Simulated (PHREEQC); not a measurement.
Make-up at 50 °C: 0.0051 mol/kgw HF, 0.00042 mol/kgw CsF and 0.014 mol/kgw H3PO4. Closed to the air; pH follows from the charge balance.

Computed with PHREEQC (ion-association model, wateq4f.dat).

Precipitation was switched off in this run.

Task: Estimate the pH, ionic strength.

Result: pH 2.21; ionic strength 0.00710 mol/kgw.

Task: In which forms is P present?

Result: H3PO4 52 %, H2PO4- 48 % of the P.

Species that the database lacks are ignored. H3PO4, which wateq4f.dat lacks, is added to it with the constant of phreeqc.dat. At this temperature some constants are extrapolated from 25 °C, and those without enthalpy data are left unchanged.
